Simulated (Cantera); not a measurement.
Cantera run:

```python
import numpy as np
import cantera as ct

gas_names = """
    AL ALCL ALCL2 ALCL3 ALH ALO ALOCL ALOH ALO2 ALO2H AL2 AL2CL6 AL2O AL2O2 CL CLO CL2 H HALO HCL HOCL
    HO2 H2 H2O H2O2 O OH O2 O3
""".split()
cond_names = """
    AL(cr) AL(L) ALCL3(s) ALCL3(L) AL2O3(a) AL2O3(L) H2O(s) H2O(L)
""".split()


# ... load() reads the species with a 1 bar reference pressure and builds the phases ...
atoms = {
    'Al2O3': {'AL': 2, 'O': 3},
    'HCl': {'H': 1, 'CL': 1},
}
top_T = {}  # K; cautious upper limits of use, not melting points


# ... equilibrate(T, P, feed) seeds the gas with the atoms and calls Mixture.equilibrate('TP', solver="vcs", rtol=1e-11, max_steps=5000) ...
results = []
feed = {'Al2O3': 1, 'HCl': 2.7}  # mol
P = 1000  # Pa
for T in [623, 723, 823, 923, 1023, 1123, 1223, 1323, 1423, 1523, 1623, 1723, 1823, 1923]:
    mix = equilibrate(T, P, feed)
    results.append((T, P, feed, dict(zip(mix.species_names, mix.species_moles))))
    x = sorted(zip(gas.X, gas.species_names), reverse=True)
    print(f"T = {T:g} K  P = {P:g} Pa  gas = {mix.phase_moles(0):.4g} mol")
    print("   x: " + "  ".join(f"{s} {v:.3e}" for v, s in x if v > 1e-06))
    print("   condensed (mol): " + ("  ".join(f"{mix.phase(i).name} {mix.phase_moles(i):.4g}"
          for i in range(1, mix.n_phases) if mix.phase_moles(i) > 1e-12) or "none"))
```

Output:

```
T = 623 K  P = 1000 Pa  gas = 2.7 mol
   x: HCL 1.000e+00  H2O 1.829e-06  ALCL3 1.219e-06
   condensed (mol): AL2O3(a) 1
T = 723 K  P = 1000 Pa  gas = 2.7 mol
   x: HCL 1.000e+00  H2O 1.055e-05  ALCL3 7.031e-06
   condensed (mol): AL2O3(a) 1
T = 823 K  P = 1000 Pa  gas = 2.7 mol
   x: HCL 9.999e-01  H2O 3.935e-05  ALCL3 2.623e-05
   condensed (mol): AL2O3(a) 1
T = 923 K  P = 1000 Pa  gas = 2.7 mol
   x: HCL 9.998e-01  H2O 1.095e-04  ALCL3 7.299e-05  H2 2.515e-06  CL2 1.772e-06  CL 1.487e-06
   condensed (mol): AL2O3(a) 0.9999
T = 1023 K  P = 1000 Pa  gas = 2.7 mol
   x: HCL 9.996e-01  H2O 2.477e-04  ALCL3 1.651e-04  CL 1.175e-05  H2 1.055e-05  CL2 4.670e-06
   condensed (mol): AL2O3(a) 0.9998
T = 1123 K  P = 1000 Pa  gas = 2.7 mol
   x: HCL 9.991e-01  H2O 4.816e-04  ALCL3 3.211e-04  CL 6.035e-05  H2 3.925e-05  CL2 9.074e-06
   condensed (mol): AL2O3(a) 0.9996
T = 1223 K  P = 1000 Pa  gas = 2.7 mol
   x: HCL 9.982e-01  H2O 8.354e-04  ALCL3 5.569e-04  CL 2.280e-04  H2 1.285e-04  CL2 1.453e-05
   condensed (mol): AL2O3(a) 0.9992
T = 1323 K  P = 1000 Pa  gas = 2.7 mol
   x: HCL 9.967e-01  H2O 1.326e-03  ALCL3 8.843e-04  CL 6.922e-04  H2 3.667e-04  CL2 2.080e-05
   condensed (mol): AL2O3(a) 0.9988
T = 1423 K  P = 1000 Pa  gas = 2.701 mol
   x: HCL 9.940e-01  H2O 1.963e-03  CL 1.784e-03  ALCL3 1.308e-03  H2 9.188e-04  CL2 2.780e-05  H 2.013e-06
   condensed (mol): AL2O3(a) 0.9982
T = 1523 K  P = 1000 Pa  gas = 2.703 mol
   x: HCL 9.893e-01  CL 4.049e-03  H2O 2.744e-03  H2 2.054e-03  ALCL3 1.827e-03  CL2 3.540e-05  H 1.047e-05  ALCL2 2.304e-06
   condensed (mol): AL2O3(a) 0.9975
T = 1623 K  P = 1000 Pa  gas = 2.708 mol
   x: HCL 9.814e-01  CL 8.285e-03  H2 4.158e-03  H2O 3.656e-03  ALCL3 2.426e-03  H 4.457e-05  CL2 4.345e-05  ALCL2 1.174e-05  OH 1.641e-06
   condensed (mol): AL2O3(a) 0.9967
T = 1723 K  P = 1000 Pa  gas = 2.717 mol
   x: HCL 9.687e-01  CL 1.556e-02  H2 7.729e-03  H2O 4.682e-03  ALCL3 3.072e-03  H 1.603e-04  CL2 5.169e-05  ALCL2 4.886e-05  OH 5.324e-06  ALOCL 3.912e-06  ALCL 2.931e-06
   condensed (mol): AL2O3(a) 0.9958
T = 1823 K  P = 1000 Pa  gas = 2.733 mol
   x: HCL 9.492e-01  CL 2.720e-02  H2 1.331e-02  H2O 5.817e-03  ALCL3 3.690e-03  H 4.998e-04  ALCL2 1.696e-04  CL2 5.984e-05  ALCL 2.259e-05  ALOCL 1.879e-05  OH 1.520e-05
   condensed (mol): AL2O3(a) 0.9947
T = 1923 K  P = 1000 Pa  gas = 2.758 mol
   x: HCL 9.206e-01  CL 4.465e-02  H2 2.135e-02  H2O 7.117e-03  ALCL3 4.122e-03  H 1.376e-03  ALCL2 4.919e-04  ALCL 1.344e-04  ALOCL 7.500e-05  CL2 6.754e-05  OH 3.950e-05  O 1.901e-06
   condensed (mol): AL2O3(a) 0.9933
```

These are equilibrium values from Cantera (NASA tables, ideal gas, pure condensed phases), not measurements of a reactor. The tables' values for AlCl2 are old estimates; treat these amounts as uncertain. Condensed phases not in the tables: AlOCl.
